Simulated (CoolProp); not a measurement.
Model: reference Helmholtz-energy equation of state, Zhou 2014, in CoolProp.

Problem. Give the vapour pressure (MPa), liquid density (kg/m³), enthalpy of vaporisation (kJ/kg), liquid cp (kJ/(kg K)) of saturated cyclohexane at 394.7, 443.5 K.

Solution. 
```
T (K)  p (MPa)  liquid density (kg/m³)  enthalpy of vaporisation (kJ/kg)  liquid cp (kJ/(kg K))
-----  -------  ----------------------  --------------------------------  ---------------------
394.7    0.299                     676                               327                   2.34
443.5    0.815                     618                               284                   2.64
```
